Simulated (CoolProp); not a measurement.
Properties of carbon dioxide at several states (Tc = 304.1 K, pc = 7377 kPa, ω = 0.224).

Computed with CoolProp (reference Helmholtz-energy equation of state, Span 1996).

| T (K) | p (kPa) | phase | density (kg/m³) | speed of sound (m/s) | Joule-Thomson coefficient (K/MPa) |
|---|---|---|---|---|---|
| 375.2 | 34.1 | gas | 0.4814 | [?] | [?] |
| 426.4 | 4320 | gas | [?] | 308.2 | [?] |
| 968.8 | 7640 | supercritical | 41.11 | [?] | [?] |
| 343.9 | 35200 | supercritical | 824.7 | [?] | [?] |

Task: Fill in the missing entries.

Result: 
- 375.2, speed of sound (m/s): 298.6
- 375.2, Joule-Thomson coefficient (K/MPa): 6.195
- 426.4, density (kg/m³): 57.10
- 426.4, Joule-Thomson coefficient (K/MPa): 4.380
- 968.8, speed of sound (m/s): 475.2
- 968.8, Joule-Thomson coefficient (K/MPa): 0.4100
- 343.9, speed of sound (m/s): 560.7
- 343.9, Joule-Thomson coefficient (K/MPa): 0.3396
